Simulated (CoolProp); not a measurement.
Values from CoolProp's reference Helmholtz-energy equation of state, Polt 1992. This equation is an older, rougher fit; its heat capacities, sound speeds and derivatives of the liquid may be far off and weren't checked against measurements.

### Question
Give the vapour pressure (kPa), vapour density (kg/m³), enthalpy of vaporisation (kJ/kg), surface tension (mN/m) of saturated cyclopropane at 31.25, 35.85, 49.35 °C.

### Answer
| T (°C) | p (kPa) | vapour density (kg/m³) | enthalpy of vaporisation (kJ/kg) | surface tension (mN/m) |
|---|---|---|---|---|
| 31.25 | 855 | 16.6 | 393 | 10.2 |
| 35.85 | 961 | 18.7 | 386 | 9.55 |
| 49.35 | 1330 | 25.9 | 363 | 7.70 |

Surface tension comes from a separate correlation (Mulero 2014).
